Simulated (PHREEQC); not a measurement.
1 kg of water holding 0.13 mol Na2CO3 and 0.14 mol Na2SO4 is evaporated at 30 °C; the solids stay in contact with the brine. CO2 from the air is kept out. The run lets Burkeite, Mirabilite, Nahcolite, Natron, Thenardite, Trona precipitate or redissolve, and no other solid.

The numbers come from PHREEQC with the Pitzer model, pitzer.dat.

Task: Predict water activity, C in solution (mol/kgw) at water left (kg) = 0.6755, 0.4563, 0.06423, 0.05281, 0.01207.

Result: 
```json
[
 {"water left (kg)": "0.6755", "water activity": "0.984", "C in solution (mol/kgw)": "0.192"},
 {"water left (kg)": "0.4563", "water activity": "0.978", "C in solution (mol/kgw)": "0.285"},
 {"water left (kg)": "0.06423", "water activity": "0.835", "C in solution (mol/kgw)": "2.02"},
 {"water left (kg)": "0.05281", "water activity": "0.833", "C in solution (mol/kgw)": "2.17"},
 {"water left (kg)": "0.01207", "water activity": "0.831", "C in solution (mol/kgw)": "2.34"}
]
```
